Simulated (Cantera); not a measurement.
NO annealing gas

An isothermal, constant-pressure homogeneous reactor starts with NO : N2 = 1 : 8.4 (molar parts), at 1898 K and 0.830 bar.

Detailed kinetics in Cantera: GRI-Mech 3.0 (53 species, 325 reactions).

| t (s) | x NO | x O | x NO2 | x N2 | x O2 | x N2O |
|---|---|---|---|---|---|---|
| 7.00e-5 | 0.106 | 2.91e-7 | 7.05e-8 | 0.894 | 8.67e-10 | 3.38e-7 |
| 0.000275 | 0.106 | 9.11e-7 | 6.32e-7 | 0.894 | 1.19e-8 | 1.21e-6 |
| 0.00108 | 0.106 | 3.46e-6 | 3.82e-6 | 0.894 | 2.46e-7 | 3.35e-6 |
| 0.00426 | 0.106 | 1.12e-5 | 1.42e-5 | 0.894 | 8.17e-6 | 5.04e-6 |
| 0.0167 | 0.106 | 1.36e-5 | 1.74e-5 | 0.894 | 8.04e-5 | 5.10e-6 |
| 0.0658 | 0.106 | 1.47e-5 | 1.87e-5 | 0.894 | 0.000376 | 5.04e-6 |
| 0.259 | 0.103 | 1.83e-5 | 2.31e-5 | 0.895 | 0.00154 | 4.82e-6 |
| 1.02 | 0.0941 | 2.83e-5 | 3.30e-5 | 0.900 | 0.00609 | 4.00e-6 |
| 4.00 | 0.0646 | 4.80e-5 | 3.89e-5 | 0.914 | 0.0208 | 1.94e-6 |
x: mole fraction; the columns are a selection and need not sum to one.

Equilibrium at this temperature and pressure: NO 0.00311, O 7.36e-5, NO2 2.89e-6, N2 0.945, O2 0.0516, N2O 1.76e-7 (gas phase only).
